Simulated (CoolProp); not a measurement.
Computed with CoolProp (reference Helmholtz-energy equation of state, Lemmon 2006). It is a short technical equation, of lower accuracy than the large ones.

**Question.** For neopentane, give the phase and the density (kg/m³), cp (kJ/(kg K)), cv (kJ/(kg K)), speed of sound (m/s) at 179.25 °C and 8.2 bar; 179.25 °C and 66.5 bar; 179.25 °C and 320 bar.

**Answer.** 
- 179.25 °C and 8.2 bar: gas; density 17.1, cp 2.46, cv 2.30, speed of sound 217
- 179.25 °C and 66.5 bar: supercritical; density 371, cp 3.49, cv 2.40, speed of sound 277
- 179.25 °C and 320 bar: supercritical; density 505, cp 2.85, cv 2.37, speed of sound 713
